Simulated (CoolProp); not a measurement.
The numbers come from the reference Helmholtz-energy equation of state, Akasaka 2015 in CoolProp.

### Question
Give the vapour pressure (bar), vapour Z, liquid viscosity (µPa s), vapour viscosity (µPa s) of saturated R245fa at 96.85 °C.

### Answer
```csv
T (°C),p (bar),vapour Z,liquid viscosity (µPa s),vapour viscosity (µPa s)
96.85,11.8,0.767,172,15.4
```

Viscosity comes from a separate model (Bell 2016), an estimate that may be off by 10 % or more.
